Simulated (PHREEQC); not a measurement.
A solution holds 13 mmol/kgw ZnSO4 and 0.21 mmol/kgw HCl, at 25 °C. Closed to the air; pH follows from the charge balance.

All values are PHREEQC results (ion-association model, wateq4f.dat), not measurements.

Each row changes one thing in this solution. This is a speciation only: nothing precipitates in the calculation.

```csv
case,pH,ionic strength (mol/kgw),Zn+2 (mol/kgw),SO4-2 (mol/kgw),ZnSO4 (mol/kgw),Zn(SO4)2-2 (mol/kgw),SI of Goslarite (ZnSO4:7H2O),SI of Zincite(c) (ZnO)
as made,3.89,0.0337,0.00841,0.00806,0.00430,0.000288,-2.77,-5.71
HCl from 0.00021 to 0.000315 mol/kgw,3.71,0.0338,0.00842,0.00804,0.00429,0.000287,-2.78,-6.06
HCl left out,5.72,0.0336,0.00839,0.00810,0.00432,0.000291,-2.77,-2.05
temperature from 25 to 70 °C,4.08,0.0319,0.00796,0.00764,0.00480,0.000227,-3.17,-3.28
ZnSO4 from 0.013 to 0.0013 mol/kgw,3.74,0.00471,0.00113,0.00112,0.000166,1.52e-6,-4.19,-6.73
diluted 10-fold with water,4.74,0.00453,0.00113,0.00113,0.000169,1.56e-6,-4.18,-4.73
diluted 100-fold with water,5.68,0.000510,0.000127,0.000127,3.08e-6,3.18e-9,-5.92,-3.72
```

Species that the database lacks are ignored. Constants without temperature data keep their 25 °C values here.
